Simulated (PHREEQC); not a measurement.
Solution (25 °C): 0.014 mol/kgw HCl, 5.6e-05 mol/kgw NiSO4, 0.00078 mol/kgw MnSO4 and 0.00023 mol/kgw HNO3. Closed to the air; pH follows from the charge balance.

The numbers come from PHREEQC with the ion-association model, wateq4f.dat.

Precipitation was switched off in this run.

Task: Order these Mn species by the share of Mn that they hold, largest first: MnSO4, Mn+2, MnCl+.

Result: Mn+2 (94 %), MnCl+ (3.3 %), MnSO4 (2.8 %)

Task: Order these S species by the share of S that they hold, largest first: SO4-2, MnSO4, NiSO4, HSO4-.

Result: SO4-2 (53 %), HSO4- (44 %), MnSO4 (2.6 %), NiSO4 (0.20 %)

The pH is 1.91 and the ionic strength 0.0167 mol/kgw.
